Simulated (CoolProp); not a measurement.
Vapour-liquid equilibrium of ethane (1) + propane (2) at 256.8 K; x and y are mole fractions of (1).

Computed with CoolProp (multi-fluid Helmholtz-energy mixture model, Bücker 2006 and Lemmon 2009; pair parameters Kunz 2012).

```tsv
x	bubble pressure, mixture model (bar)	bubble pressure, Raoult's law (bar)	y, mixture model	y, Raoult's law
0.05	3.339	3.429	…	0.229
0.2	5.011	5.369	0.524	0.585
0.35	6.736	7.309	0.696	0.753
0.5	8.563	9.248	0.806	0.850
0.65	10.52	11.19	0.883	0.913
0.8	12.64	13.13	…	0.958
0.95	14.91	15.07	…	0.991
```

Q: Fill in the missing entries.

A: 
- 0.05, y, mixture model: 0.195
- 0.8, y, mixture model: 0.941
- 0.95, y, mixture model: 0.987

The largest gap from Raoult's law is -7.8 % in bubble pressure, at x = 0.35. No azeotrope shows between x = 0.05 and 0.95.

The pair parameters rest on a limited set of measurements; away from them the model extrapolates.
